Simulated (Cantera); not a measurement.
Feed: 1 mol C2F6, 0.021 mol HCl, 1.2 mol H2, equilibrated at 3150 K and 0.0900 Torr.

These are equilibrium values from Cantera (NASA tables, ideal gas, pure condensed phases), not measurements of a reactor. Candidate condensed phases: C, C6H6, C7H8, C8H18; 118 gas species. The feed counts by its element totals alone. Rates play no part.

**Question.** What is the equilibrium state?

**Answer.** 
```
Quantity                                    Value
--------------------------------------  ---------
x(F)                                        0.574
x(H)                                        0.216
x(C)                                        0.149
x(HF)                                      0.0310
x(C2)                                      0.0102
x(C3)                                     0.00888
x(CF)                                     0.00810
x(Cl)                                     0.00215
x(H2)                                     9.35e-5
gas amount                              9.784 mol
log10 activity of C(graphite) (absent)      -1.04
```
